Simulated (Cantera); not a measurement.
Feed: 1 mol MgO, 1.3 mol Cl2, equilibrated at 7.50 Torr.

Equilibrium computed with Cantera from the NASA thermochemical tables; the gas is ideal and each condensed phase is pure. Candidate condensed phases: Mg, MgCl2, MgO; 11 gas species. Equilibrium is a limit: real reactors are often held back by kinetics, nucleation or transport.

### Question
At 750 °C, list the 4 most abundant gas species with their mole fractions, and the condensed phases.

### Answer
Cl2 0.977, MgCl2 0.0120, O2 0.00602, Cl 0.00537. Condensed: MgO(s).
